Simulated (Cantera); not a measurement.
Input (Python, Cantera):

```python
import numpy as np
import cantera as ct

gas = ct.Solution("gri30.yaml")
gas.TPX = 1075, 100000, {'N2O': 1, 'H2': 0.024, 'N2': 1.3}
reactor = ct.IdealGasConstPressureReactor(gas, energy="off", clone=False)
net = ct.ReactorNet([reactor])
net.rtol, net.atol = 1e-08, 1e-18
show = ['N2O', 'H2', 'H', 'H2O2', 'HO2', 'OH', 'NO']
times = np.geomspace(4e-06, 80, 10)

steps = ct.SolutionArray(gas, extra=["t"])
rows = []
print(f"{'t/s':>10s}{'T/K':>9s}{'P/Pa':>11s}" + "".join(f"{s:>11s}" for s in show))
for t in times:
    while net.time < t:
        t_next = net.step()
        steps.append(gas.state, t=t_next)
    rows.append([np.interp(t, steps.t, y) for y in (steps.T, steps.P, *steps(*show).X.T)])
    print(f"{t:10.3e}{rows[-1][0]:9.1f}{rows[-1][1]:11.4g}" + "".join(f"{x:11.3e}" for x in rows[-1][2:]))
rate = np.gradient(steps.T, steps.t)
print("integrator steps:", len(steps.t))
if steps.T.max() > steps.T[0] + 200:
    print(f"time of steepest temperature rise: {steps.t[rate.argmax()]:.4e} s")
gas.TPX = 1075, 100000, {'N2O': 1, 'H2': 0.024, 'N2': 1.3}
gas.equilibrate("TP")
print(f"equilibrium (TP): T = {gas.T:.1f} K  " + "  ".join(f"{s} {gas[s].X[0]:.3e}" for s in show))
```

It prints:

```
       t/s      T/K       P/Pa        N2O         H2          H       H2O2        HO2         OH         NO
 4.000e-06   1075.0      1e+05  4.303e-01  1.033e-02  2.151e-09  3.636e-17  1.702e-12  2.499e-09  3.593e-10
 2.590e-05   1075.0      1e+05  4.303e-01  1.033e-02  4.971e-08  6.807e-14  3.385e-10  6.818e-08  1.052e-08
 1.677e-04   1075.0      1e+05  4.303e-01  1.032e-02  4.527e-07  4.405e-11  2.560e-08  6.461e-07  2.037e-07
 1.086e-03   1075.0      1e+05  4.299e-01  9.965e-03  2.179e-06  7.415e-09  4.344e-07  3.217e-06  4.291e-06
 7.030e-03   1075.0      1e+05  4.253e-01  5.442e-03  2.159e-06  5.087e-08  6.502e-07  5.784e-06  3.227e-05
 4.552e-02   1075.0      1e+05  4.194e-01  3.932e-04  6.651e-08  1.571e-08  4.554e-07  2.468e-06  7.661e-05
 2.947e-01   1075.0      1e+05  4.136e-01  1.387e-07  1.589e-10  5.163e-09  1.820e-07  1.709e-06  2.650e-04
 1.908e+00   1075.0      1e+05  3.811e-01  2.141e-09  1.116e-10  6.157e-09  5.242e-08  2.121e-06  1.615e-03
 1.236e+01   1075.0      1e+05  2.378e-01  1.217e-09  6.463e-11  5.143e-09  1.250e-08  1.943e-06  7.183e-03
 8.000e+01   1075.0      1e+05  2.918e-02  2.417e-10  6.469e-12  1.133e-09  2.964e-09  8.806e-07  1.250e-02
integrator steps: 2322
equilibrium (TP): T = 1075.0 K  N2O 4.901e-09  H2 1.445e-11  H 5.616e-14  H2O2 2.449e-11  HO2 7.197e-10  OH 1.256e-07  NO 6.274e-05
```

Cantera simulation using GRI-Mech 3.0 (53 species, 325 reactions); the numbers are that mechanism's predictions, not measurements. GRI-Mech 3.0 was tuned for natural gas; its chemistry of N2O as a main component is partial and can be far from experiment. The mechanism lacks the step 2 NO + O2 → 2 NO2, which can matter for NO2 below about 1400 K. The temperature is held fixed by assumption; the heat of reaction is taken as removed at once.
